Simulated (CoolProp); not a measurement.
The fluid at 257.57 K and 0.135 MPa is throttled through a valve to 0.0741 MPa with no heat exchange. The same conditions are run with several fluids, on thermodynamics alone (safety and materials aside).

Computed with CoolProp (reference Helmholtz-energy equation of state of each fluid (R125: Lemmon 2005; CH3F (R41): Lemmon 2006; fluoroethane (R161): Wu 2012; R410A: Lemmon 2003; oxygen: Schmidt 1985)). Blends and air are pseudo-pure fits.

Problem. Rank R125, CH3F (R41), fluoroethane (R161), R410A, oxygen by temperature change (K), highest first.

Solution. oxygen (-0.2), R125 (-1.4), CH3F (R41) (-1.7), fluoroethane (R161) (-2.0), R410A (-2.2)

```json
[
 {"fluid": "R125", "final density (kg/m³)": "4.26"},
 {"fluid": "CH3F (R41)", "final density (kg/m³)": "1.20"},
 {"fluid": "fluoroethane (R161)", "final density (kg/m³)": "1.71"},
 {"fluid": "R410A", "final density (kg/m³)": "2.58"},
 {"fluid": "oxygen", "final density (kg/m³)": "1.11"}
]
```
